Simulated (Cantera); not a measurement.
An adiabatic, constant-pressure homogeneous reactor starts with 15.1 % CH4, 2.26 % H2, 17.3 % O2, 65.3 % N2, equivalence ratio 1.8, at 1225 K and 100000 Pa.

Model: GRI-Mech 3.0 (53 species, 325 reactions), integrated in Cantera.

Predict: time of steepest temperature rise; temperature at 0.800 s; equilibrium temperature; x(H2) at 0.800 s; x(O2) at 0.800 s; x(HCN) at 0.800 s; x(NO2) at 0.800 s.


```
Item                                                                Result
---------------------------------  ---------------------------------------
time of steepest temperature rise                                  12.5 ms
temperature at 0.800 s                                              2414 K
equilibrium temperature                                             2414 K
x(H2) at 0.800 s                       0.132 (gas-phase equilibrium 0.132)
x(O2) at 0.800 s                   1.96e-5 (gas-phase equilibrium 1.96e-5)
x(HCN) at 0.800 s                  5.71e-8 (gas-phase equilibrium 5.71e-8)
x(NO2) at 0.800 s                  1.53e-9 (gas-phase equilibrium 1.53e-9)
```
